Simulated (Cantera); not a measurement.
Feed: 1 mol CH₃SiCl₃, 0.011 mol C₃H₈, a varied amount of H₂, at 973.15 K and 110 Pa.

Method: chemical equilibrium by Gibbs-energy minimisation in Cantera with the NASA 1993 tables (ideal gas, pure condensed phases). Candidate condensed phases: C, C₆H₆, C₇H₈, C₈H₁₈, Si, SiC; 109 gas species. The feed counts by its element totals alone. The tables' values for SiCl₃ are old estimates; treat these amounts as uncertain. The numbers say what is thermodynamically allowed, not how fast it happens.

x: gas mole fraction; n: condensed amount in mol.

```csv
n(H₂) (mol),x H₂,x HCl,x SiCl₄,x SiHCl₃,x CH₄,n C(graphite),n SiC(s)
8.1,0.771,0.215,0.0143,[?],8.38e-5,0.194,0.838
9.7,0.792,0.198,0.00977,[?],8.85e-5,0.159,0.873
12,0.817,0.177,0.00584,[?],9.42e-5,0.122,0.909
14,0.835,0.161,0.00385,[?],9.84e-5,0.0996,0.932
17,0.857,0.141,0.00216,[?],0.000104,0.0764,0.954
21,0.878,0.120,0.00109,[?],0.000109,0.0583,0.972
25,0.895,0.105,0.000598,[?],0.000113,0.0479,0.982
30,0.910,0.0895,0.000311,[?],0.000117,0.0404,0.989
36,0.924,0.0762,0.000158,[?],0.000120,0.0352,0.993
43,0.935,0.0648,8.09e-5,[?],0.000123,0.0316,0.996
52,0.945,0.0543,3.91e-5,[?],0.000126,0.0286,0.997
63,0.955,0.0453,1.86e-5,[?],0.000129,0.0260,0.999
76,0.962,0.0379,8.95e-6,[?],0.000131,0.0236,0.999
```

Q: What belongs in the gaps?

A: 
- 8.1, x SiHCl₃: 0.000289
- 9.7, x SiHCl₃: 0.000220
- 12, x SiHCl₃: 0.000152
- 14, x SiHCl₃: 0.000112
- 17, x SiHCl₃: 7.39e-5
- 21, x SiHCl₃: 4.48e-5
- 25, x SiHCl₃: 2.88e-5
- 30, x SiHCl₃: 1.78e-5
- 36, x SiHCl₃: 1.08e-5
- 43, x SiHCl₃: 6.57e-6
- 52, x SiHCl₃: 3.83e-6
- 63, x SiHCl₃: 2.20e-6
- 76, x SiHCl₃: 1.28e-6
